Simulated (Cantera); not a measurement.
An adiabatic, constant-volume homogeneous reactor starts with C3H8 : O2 : N2 = 1 : 5.88 : 22.1 (molar parts), equivalence ratio 0.85, at 1550 K and 2.20 bar. Integrator tolerance rtol = 1e-08.

Model: GRI-Mech 3.0 (53 species, 325 reactions), integrated in Cantera. GRI-Mech 3.0 was tuned for natural gas; its chemistry of propane as a main component is partial and can be far from experiment.

| quantity | before | after |
|---|---|---|
| time of steepest temperature rise | 27.8 µs | not reached |
| temperature at 0.300 s | 2958 K | 976 K |
| equilibrium temperature | 2958 K | 2768 K |
| x(C3H8) at 0.300 s | <1e-12 (gas-phase equilibrium <1e-12) | 0.0333 (gas-phase equilibrium <1e-12) |
| x(O2) at 0.300 s | 0.0360 (gas-phase equilibrium 0.0360) | 0.202 (gas-phase equilibrium 0.0314) |
| x(C2H) at 0.300 s | <1e-12 (gas-phase equilibrium <1e-12) | <1e-12 (gas-phase equilibrium <1e-12) |
| x(H2O2) at 0.300 s | 6.81e-7 (gas-phase equilibrium 6.81e-7) | 3.60e-6 (gas-phase equilibrium 6.39e-7) |
| x(H) at 0.300 s | 0.00657 (gas-phase equilibrium 0.00657) | 3.49e-10 (gas-phase equilibrium 0.00203) |
| x(CH4) at 0.300 s | <1e-12 (gas-phase equilibrium <1e-12) | 0.000628 (gas-phase equilibrium <1e-12) |

Task: What was changed between the two runs?
(A) initial temperature 1550 to 975 K
(B) N2 22.1 to 31 parts
(C) pressure from 2.20 bar to 5.00 bar
(D) N2 22.1 to 34 parts

Result: A, initial temperature 1550 to 975 K
